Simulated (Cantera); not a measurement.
# Moist CO burnout

An isothermal, constant-pressure homogeneous reactor starts with 0.123 % CO, 3.42 % O₂, 0.161 % H₂O, 94.9 % N₂, 1.42 % CH₄, at 1048 K and 5.00 bar.

Cantera simulation using GRI-Mech 3.0 (53 species, 325 reactions); the numbers are that mechanism's predictions, not measurements. The temperature is held fixed by assumption; the heat of reaction is taken as removed at once.

```tsv
t (s)	x CO	x O₂	x H₂O	x N₂O	x H₂O₂	x O	x CO₂
1.00e-6	0.00123	0.0342	0.00161	<1e-12	<1e-12	<1e-12	<1e-12
3.55e-6	0.00123	0.0342	0.00161	<1e-12	<1e-12	1.15e-12	2.32e-12
1.26e-5	0.00123	0.0342	0.00161	<1e-12	<1e-12	1.43e-12	8.32e-12
4.46e-5	0.00123	0.0342	0.00161	<1e-12	<1e-12	1.45e-12	3.00e-11
0.000158	0.00123	0.0342	0.00161	<1e-12	4.41e-12	1.51e-12	1.11e-10
0.000562	0.00123	0.0342	0.00161	<1e-12	4.64e-11	1.71e-12	4.56e-10
0.00199	0.00123	0.0342	0.00161	<1e-12	3.35e-10	2.63e-12	2.31e-9
0.00707	0.00123	0.0342	0.00161	<1e-12	1.15e-9	7.62e-12	1.47e-8
0.0251	0.00123	0.0342	0.00161	2.53e-12	1.98e-9	1.63e-11	9.04e-8
0.0890	0.00123	0.0341	0.00162	1.52e-11	4.20e-9	2.44e-11	5.16e-7
0.316	0.00124	0.0341	0.00168	1.50e-10	2.76e-8	9.92e-11	4.98e-6
1.12	0.00366	0.00693	0.0300	1.96e-7	7.09e-7	6.25e-8	0.0118
3.97	0.000270	0.00521	0.0301	3.14e-7	2.11e-8	2.41e-9	0.0152
14.1	2.02e-5	0.00509	0.0301	2.13e-7	4.96e-10	1.13e-10	0.0155
50.0	9.61e-8	0.00508	0.0301	4.10e-8	4.43e-12	3.88e-12	0.0155
```
x: mole fraction; the columns are a selection and need not sum to one.

Equilibrium at this temperature and pressure: CO 2.82e-11, O₂ 0.00507, H₂O 0.0301, N₂O 1.71e-9, H₂O₂ 2.43e-11, O 2.03e-11, CO₂ 0.0155 (gas phase only).
